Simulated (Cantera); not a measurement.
# Ammonia decomposition in nitride growth gas

An isothermal, constant-pressure homogeneous reactor starts with 23.8 % NH₃, 76.2 % H₂, at 2250 K and 1.01 bar.

Cantera simulation using the gas-phase N/H chemistry of the illustrative SiF4/NH3 mechanism in the Surface Chemkin manual (1991); the numbers are that mechanism's predictions, not measurements. Walls and surfaces, which speed up NH3 decomposition in real reactors, are not modelled.

```json
[
 {"t (s)": "2.00e-5", "x NH₃": "0.237", "x H₂": "0.761", "x NH₂": "0.000560", "x NH": "9.44e-6", "x N": "3.56e-7", "x N₂H₂": "3.37e-7", "x N₂": "9.66e-6"},
 {"t (s)": "6.37e-5", "x NH₃": "0.235", "x H₂": "0.762", "x NH₂": "0.00123", "x NH": "4.49e-5", "x N": "3.69e-6", "x N₂H₂": "2.74e-6", "x N₂": "0.000519"},
 {"t (s)": "0.000203", "x NH₃": "0.226", "x H₂": "0.767", "x NH₂": "0.00131", "x NH": "5.25e-5", "x N": "4.77e-6", "x N₂H₂": "3.31e-6", "x N₂": "0.00410"},
 {"t (s)": "0.000647", "x NH₃": "0.200", "x H₂": "0.783", "x NH₂": "0.00120", "x NH": "5.06e-5", "x N": "4.81e-6", "x N₂H₂": "2.85e-6", "x N₂": "0.0148"},
 {"t (s)": "0.00206", "x NH₃": "0.137", "x H₂": "0.820", "x NH₂": "0.000930", "x NH": "4.50e-5", "x N": "4.89e-6", "x N₂H₂": "1.83e-6", "x N₂": "0.0403"},
 {"t (s)": "0.00658", "x NH₃": "0.0448", "x H₂": "0.874", "x NH₂": "0.000438", "x NH": "3.12e-5", "x N": "5.00e-6", "x N₂H₂": "5.24e-7", "x N₂": "0.0777"},
 {"t (s)": "0.0210", "x NH₃": "0.00196", "x H₂": "0.896", "x NH₂": "4.43e-5", "x NH": "7.44e-6", "x N": "2.80e-6", "x N₂H₂": "1.02e-8", "x N₂": "0.0950"},
 {"t (s)": "0.0668", "x NH₃": "0.000200", "x H₂": "0.897", "x NH₂": "4.92e-6", "x NH": "9.00e-7", "x N": "3.68e-7", "x N₂H₂": "1.36e-10", "x N₂": "0.0957"},
 {"t (s)": "0.213", "x NH₃": "5.07e-5", "x H₂": "0.897", "x NH₂": "1.25e-6", "x NH": "2.28e-7", "x N": "9.35e-8", "x N₂H₂": "9.66e-12", "x N₂": "0.0958"},
 {"t (s)": "0.678", "x NH₃": "1.53e-5", "x H₂": "0.897", "x NH₂": "3.75e-7", "x NH": "6.87e-8", "x N": "2.82e-8", "x N₂H₂": "1.79e-12", "x N₂": "0.0958"},
 {"t (s)": "2.16", "x NH₃": "5.57e-6", "x H₂": "0.897", "x NH₂": "1.37e-7", "x NH": "2.51e-8", "x N": "1.03e-8", "x N₂H₂": "1.11e-12", "x N₂": "0.0958"},
 {"t (s)": "6.89", "x NH₃": "3.75e-6", "x H₂": "0.897", "x NH₂": "9.22e-8", "x NH": "1.69e-8", "x N": "6.92e-9", "x N₂H₂": "1.06e-12", "x N₂": "0.0958"},
 {"t (s)": "22.0", "x NH₃": "3.71e-6", "x H₂": "0.897", "x NH₂": "9.11e-8", "x NH": "1.67e-8", "x N": "6.84e-9", "x N₂H₂": "1.06e-12", "x N₂": "0.0958"},
 {"t (s)": "70.0", "x NH₃": "3.71e-6", "x H₂": "0.897", "x NH₂": "9.11e-8", "x NH": "1.67e-8", "x N": "6.84e-9", "x N₂H₂": "1.06e-12", "x N₂": "0.0958"}
]
```
x: mole fraction; the columns are a selection and need not sum to one.

Equilibrium at this temperature and pressure: NH₃ 3.71e-6, H₂ 0.897, NH₂ 9.11e-8, NH 1.67e-8, N 6.84e-9, N₂H₂ 1.06e-12, N₂ 0.0958 (gas phase only).
